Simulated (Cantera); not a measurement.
An isothermal, constant-pressure homogeneous reactor starts with H₂ : O₂ : N₂ = 1.3 : 1 : 2.7 (molar parts), at 1123 K and 100000 Pa.

Cantera simulation using GRI-Mech 3.0 (53 species, 325 reactions); the numbers are that mechanism's predictions, not measurements. The temperature is held fixed by assumption; the heat of reaction is taken as removed at once.

One state of this run: x H₂ = 0.00116; x O₂ = 0.0810; x N₂O = 6.67e-8; x OH = 7.16e-6; x H₂O₂ = 5.49e-6. x: mole fraction; the columns are a selection and need not sum to one.

Problem. Which value of t (s) does it belong to?
A) 2.12
B) 0.000267
C) 0.00775
D) 0.000821

Solution. C, 0.00775
